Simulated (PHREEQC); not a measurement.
A solution holds 50 mmol/kgw HCl, 0.525 mmol/kgw CaCl2 and 56 mmol/kgw CuCl2, at 25 °C and 10 atm. Closed to the air; pH follows from the charge balance.

Model: ion-association model, phreeqc.dat, run in PHREEQC.

Precipitation was switched off in this run.

Problem. Order these Cu species by the share of Cu that they hold, largest first: CuCl2, Cu+2, CuCl+.

Solution. Cu+2 (88 %), CuCl+ (12 %), CuCl2 (0.48 %)

The pH is 1.40 and the ionic strength 0.205 mol/kgw.
